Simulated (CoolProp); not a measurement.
A Linde-Hampson liquefier for carbon monoxide: isothermal reversible compression at 230 K from 1 atm to 30 MPa, throttling to 1 atm, return gas leaving the recuperator 0 K below the feed. Each further row changes one setting.

The numbers come from the reference Helmholtz-energy equation of state, Lemmon 2006 in CoolProp. It is a short technical equation, of lower accuracy than the large ones.

| case | liquid yield per pass | compression work (kJ/kg of gas) |
|---|---|---|
| as stated | 0.205 | 376 |
| high pressure 60 MPa | ? | ? |
| warm-end temperature 260 K | ? | ? |
| warm-end gap 5 K | ? | 376 |

Task: Complete the blanks.

Result: 
- high pressure 60 MPa, liquid yield per pass: 0.189
- high pressure 60 MPa, compression work (kJ/kg of gas): 438
- warm-end temperature 260 K, liquid yield per pass: 0.151
- warm-end temperature 260 K, compression work (kJ/kg of gas): 434
- warm-end gap 5 K, liquid yield per pass: 0.194
